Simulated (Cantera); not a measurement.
A closed system holds: 1 mol Si, 0.58 mol HCl, a varied amount of H2, held at 1748 K and 10.0 bar.

Cantera equilibrium calculation (NASA polynomials, part measured and part estimated; ideal gas, pure solids and liquids). Candidate condensed phases: Si; 19 gas species. The tables' values for SiCl3 are old estimates; treat these amounts as uncertain. Gases not in the tables: Si2H6 and higher silanes. Equilibrium is a limit: real reactors are often held back by kinetics, nucleation or transport.

x: gas mole fraction; n: condensed amount in mol.

| n(H2) (mol) | x H2 | x HCl | x SiCl2 | x SiCl3 | x SiHCl3 | x SiCl4 | n Si(l) |
|---|---|---|---|---|---|---|---|
| 1.1 | 0.784 | 0.118 | 0.0594 | 0.0160 | 0.0112 | ? | 0.841 |
| 1.2 | 0.794 | 0.115 | 0.0558 | 0.0146 | 0.0103 | ? | 0.843 |
| 1.4 | 0.811 | 0.110 | 0.0498 | 0.0123 | 0.00877 | ? | 0.847 |
| 1.6 | 0.825 | 0.105 | 0.0448 | 0.0105 | 0.00755 | ? | 0.851 |
| 1.8 | 0.837 | 0.101 | 0.0406 | 0.00905 | 0.00657 | ? | 0.855 |
| 2 | 0.847 | 0.0970 | 0.0370 | 0.00789 | 0.00576 | ? | 0.858 |
| 2.2 | 0.856 | 0.0934 | 0.0340 | 0.00693 | 0.00509 | ? | 0.861 |
| 2.5 | 0.867 | 0.0885 | 0.0301 | 0.00579 | 0.00427 | ? | 0.866 |
| 2.8 | 0.877 | 0.0842 | 0.0269 | 0.00490 | 0.00364 | ? | 0.870 |
| 3.2 | 0.888 | 0.0791 | 0.0235 | 0.00399 | 0.00298 | ? | 0.876 |
| 3.6 | 0.896 | 0.0746 | 0.0207 | 0.00330 | 0.00248 | ? | 0.880 |
| 4 | 0.904 | 0.0707 | 0.0184 | 0.00277 | 0.00209 | ? | 0.885 |
| 4.6 | 0.913 | 0.0655 | 0.0157 | 0.00217 | 0.00165 | ? | 0.891 |

Task: Fill in the missing entries.

Result: 
- 1.1, x SiCl4: 0.00770
- 1.2, x SiCl4: 0.00681
- 1.4, x SiCl4: 0.00541
- 1.6, x SiCl4: 0.00438
- 1.8, x SiCl4: 0.00360
- 2, x SiCl4: 0.00300
- 2.2, x SiCl4: 0.00252
- 2.5, x SiCl4: 0.00198
- 2.8, x SiCl4: 0.00159
- 3.2, x SiCl4: 0.00121
- 3.6, x SiCl4: 0.000937
- 4, x SiCl4: 0.000742
- 4.6, x SiCl4: 0.000537
